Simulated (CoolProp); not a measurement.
n-heptane along the isobar 3060 kPa: fugacity coefficient from the reference equation and from simpler models built on Tc = 541.2 K, pc = 2774 kPa, ω = 0.349; each cubic takes its own stable root.

The numbers come from the reference Helmholtz-energy equation of state, Span 2003 in CoolProp. It is a short technical equation, of lower accuracy than the large ones.

```
T (K)          phase  reference  Redlich-Kwong  Soave-Redlich-Kwong
-----  -------------  ---------  -------------  -------------------
404.7         liquid        [?]         0.1406              0.08684
419.7         liquid        [?]         0.1791               0.1198
434.8         liquid     0.1541         0.2230                  [?]
449.9         liquid     0.1998         0.2717               0.2087
464.9         liquid     0.2524         0.3243               0.2641
480           liquid     0.3121         0.3806                  [?]
495.1         liquid     0.3778         0.4394               0.3956
510.1         liquid     0.4479         0.4991               0.4680
525.2         liquid     0.5216            [?]               0.5428
540.3         liquid     0.5950         0.6159               0.6150
555.3  supercritical     0.6533         0.6618               0.6695
570.4  supercritical     0.6913         0.6921               0.7051
```

Q: Fill in the missing entries.

A: 
- 404.7, reference: 0.08415
- 419.7, reference: 0.1155
- 434.8, Soave-Redlich-Kwong: 0.1604
- 480, Soave-Redlich-Kwong: 0.3269
- 525.2, Redlich-Kwong: 0.5588
